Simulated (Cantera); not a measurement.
A closed system holds: 1 mol PbO, 1.6 mol H2, 4.4 mol N2, equilibrated at 1448 K and 6.50 mbar.

Equilibrium computed with Cantera from the NASA thermochemical tables; the gas is ideal and each condensed phase is pure. Candidate condensed phases: H2O, Pb, PbO, PbO2, Pb3O4; 27 gas species. Kinetics and transport are ignored.

Base state: N2 0.629, H2O 0.143, Pb 0.143, H2 0.0858, PbO 6.37e-5, H 3.35e-5 (mole fractions); condensed: gas only.

### Question
What changes in the equilibrium state with this change: H2 from 1.6 to 0.47 mol?

### Answer
| species | before | after |
|---|---|---|
| N2 | 0.629 | 0.748 |
| PbO | 6.37e-5 | 0.0862 |
| Pb | 0.143 | 0.0838 |
| H2 | 0.0858 | 2.08e-5 |
| H2O | 0.143 | 0.0799 |
| O2 | <1e-9 | 0.00192 |
| NO | 3.48e-8 | 8.76e-5 |
| H | 3.35e-5 | 5.22e-7 |
Gases not in the tables: (PbO)n polymers.

### Question
What changes in the equilibrium state with this change: PbO replaced by Al2O3?

### Answer
| species | before | after |
|---|---|---|
| N2 | 0.629 | 0.733 |
| H2 | 0.0858 | 0.267 |
| H | 3.35e-5 | 5.90e-5 |
| H2O | 0.143 | 8.44e-7 |
| Pb | 0.143 | 0 |
| PbO | 6.37e-5 | 0 |
| Al2O3(s), mol | 0 | 1.000 |
Further candidate phases: Al, AlN, Al2O3.

### Question
What changes in the equilibrium state with this change: temperature from 1448 K to 1050 K?

### Answer
```csv
species,before,after
N2,0.629,0.728
H2O,0.143,0.165
H2,0.0858,0.0993
Pb,0.143,0.00716
H,3.35e-5,3.17e-8
PbO,6.37e-5,6.65e-8
"Pb(l), mol",0,0.957
```
